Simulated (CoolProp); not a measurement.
Vapour-liquid equilibrium of m-xylene (1) + n-nonane (2) at 311.7 K; x and y are mole fractions of (1).

Model: multi-fluid Helmholtz-energy mixture model, Zhou 2012 and Lemmon 2006; pair parameters Bell 2016, in CoolProp.

Problem. Give the bubble pressure and the first vapour's composition at x = 0.35, 0.5, 0.8. Is there an azeotrope?

Solution. x = 0.35: 0.001926 MPa, y = 0.534; x = 0.5: 0.002083 MPa, y = 0.646; x = 0.8: 0.002288 MPa, y = 0.841. No azeotrope shows between x = 0.05 and 0.95.

Pair parameters are fitted to limited data, so mixtures are less certain than the pure fluids.
